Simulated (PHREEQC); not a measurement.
PHREEQC input (Pitzer model, pitzer.dat):

```
SOLUTION 1
  temp 25
  units mol/kgw
  pH 7 charge
  S(6) 0.21
  Mg 0.21
  Cl 0.56
  K 0.56
END
USE solution 1
INCREMENTAL_REACTIONS false
REACTION 1
  H2O -1
  0 9.886 18.011 24.689 30.178 34.689 38.397 41.444
  43.949 46.007 47.699 49.089 50.232 51.172 51.944 52.578
  53.1 53.528 53.88 54.17 54.408 54.603 54.764 moles
EQUILIBRIUM_PHASES 1
  Arcanite 0 0
  Bischofite 0 0
  Brucite 0 0
  Carnallite 0 0
  Epsomite 0 0
  Hexahydrite 0 0
  Kainite 0 0
  Kieserite 0 0
  Leonite 0 0
  Misenite 0 0
  Schoenite 0 0
  Sylvite 0 0
  MgCl2_4H2O 0 0
SELECTED_OUTPUT 1
  -reset false
  -pH true
  -pe true
  -ionic_strength true
  -water true
  -activities H2O
  -totals Cl K Mg S
  -molalities H+ K+ Mg+2 Cl- SO4-2 OH- HSO4- MgOH+
  -equilibrium_phases Arcanite Bischofite Brucite Carnallite Epsomite Hexahydrite Kainite Kieserite Leonite Misenite
    Schoenite Sylvite MgCl2_4H2O
PRINT
  -reset false
END
```

Selected output (columns that matter, 23 of 23 rows; water left (kg) added in front):

```
water left (kg)	pH	mu	Cl	K	Mg	S	m_H+	m_K+	la_H2O	Arcanite	Kainite	Leonite	Schoenite	Sylvite
1	6.7732	1.4	0.56	0.56	0.21	0.21	2.4414e-07	0.56	-0.0097038	0	0	0	0	0
0.821894	6.739	1.7034	0.68135	0.68135	0.25551	0.25551	2.559e-07	0.68135	-0.011847	0	0	0	0	0
0.675514	6.6978	2.0725	0.829	0.829	0.31087	0.31087	2.6764e-07	0.829	-0.01451	0	0	0	0	0
0.555203	6.6483	2.5216	1.0086	1.0086	0.37824	0.37824	2.7851e-07	1.0086	-0.017847	0	0	0	0	0
0.456313	6.5886	3.0681	1.2272	1.2272	0.46021	0.46021	2.8703e-07	1.2272	-0.022067	0	0	0	0	0
0.375043	6.517	3.7329	1.4932	1.4932	0.55994	0.55994	2.9075e-07	1.4932	-0.027464	0	0	0	0	0
0.30824	6.4289	4.5093	1.8168	1.795	0.68129	0.67042	2.8916e-07	1.795	-0.03427	0.0033495	0	0	0	0
0.253345	6.2883	5.0354	2.2104	1.8833	0.82891	0.66536	3.2235e-07	1.8833	-0.040835	0.041435	0	0	0	0
0.208215	6.1238	5.6645	2.6895	1.9833	1.0086	0.65548	3.638e-07	1.9833	-0.049524	0.07352	0	0	0	0
0.171138	5.93	6.4181	3.2722	2.0972	1.2271	0.63959	4.1707e-07	2.0972	-0.061169	0.10054	0	0	0	0
0.140655	5.7005	7.3247	3.9814	2.2289	1.493	0.61677	4.8753e-07	2.2289	-0.077002	0.12325	0	0	0	0
0.11436	5.4452	8.219	4.8968	2.4849	1.735	0.52906	5.9045e-07	2.4849	-0.097741	0.12632	0	0	0.011586	0
0.0900607	5.3349	8.5889	5.3311	2.6435	1.8223	0.47849	6.4718e-07	2.6435	-0.1077	0.075144	0	0	0.045881	0.079876
0.0689714	5.3349	8.5889	5.3311	2.6435	1.8223	0.47849	6.4718e-07	2.6435	-0.1077	0.0083727	0	0	0.084313	0.19231
0.0543012	5.1375	9.2662	5.5743	2.2094	2.1848	0.50237	7.7361e-07	2.2094	-0.12034	0	0	0	0.09136	0.25731
0.0427099	4.8462	10.436	5.9989	1.6475	2.7412	0.56544	9.4415e-07	1.6475	-0.14529	0	0	0	0.092925	0.30379
0.0359121	4.5875	11.652	6.4357	1.2431	3.2513	0.65499	1.0613e-06	1.2431	-0.1745	0	0	0.073281	0.019958	0.32888
0.0284334	4.3503	12.734	6.9113	0.95557	3.6891	0.71128	1.1694e-06	0.95557	-0.20589	0	0.020434	0.084671	0	0.34305
0.0210099	4.3503	12.734	6.9113	0.95557	3.6891	0.71128	1.1694e-06	0.95557	-0.20589	0	0.069927	0.062564	0	0.34487
0.0148939	4.3503	12.734	6.9113	0.95557	3.6891	0.71128	1.1694e-06	0.95557	-0.20589	0	0.1107	0.044352	0	0.34636
0.00987453	4.3503	12.734	6.9113	0.95557	3.6891	0.71128	1.1694e-06	0.95557	-0.20589	0	0.14417	0.029405	0	0.34759
0.00576205	4.3503	12.734	6.9113	0.95557	3.6891	0.71128	1.1694e-06	0.95557	-0.20589	0	0.17158	0.017159	0	0.34859
0.00236662	4.3503	12.734	6.9113	0.95557	3.6891	0.71128	1.1694e-06	0.95557	-0.20589	0	0.19422	0.0070475	0	0.34942
```

Complexes and solids missing from the database can't appear.
